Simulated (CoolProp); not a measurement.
A single-stage vapour-compression cycle with the fluid: evaporating at 299.15 K (dew point), condensing at 350.15 K (bubble point), superheat 8 K, subcooling 8 K, compressor efficiency 0.7, no pressure losses. The same conditions are run with several fluids, on thermodynamics alone (safety and materials aside).

Model: reference Helmholtz-energy equation of state of each fluid (R114: Platzer 1990; cyclopropane: Polt 1992; R134a: Tillner-Roth 1994; R142b: Lemmon 2006; n-perfluorohexane: Gao 2022), in CoolProp. The equations of Platzer and Polt are older, rougher fits.

**Question.** Rank R114, cyclopropane, R134a, R142b, n-perfluorohexane by cooling COP, highest first.

**Answer.** R142b (3.38), cyclopropane (3.34), R114 (3.29), R134a (3.05), n-perfluorohexane (2.95)

| fluid | pressure ratio | discharge temperature (K) | refrigerating effect (kJ/kg) | volumetric capacity (kJ/m³) |
|---|---|---|---|---|
| R114 | 3.93 | 354.6 | 89.0 | 1410 |
| cyclopropane | 3.20 | 381.8 | 309 | 4300 |
| R134a | 3.60 | 370.7 | 119 | 3780 |
| R142b | 3.72 | 369.3 | 149 | 2240 |
| n-perfluorohexane | 6.17 | 350.2 | 52.9 | 220 |

The compression ends wet for: n-perfluorohexane.
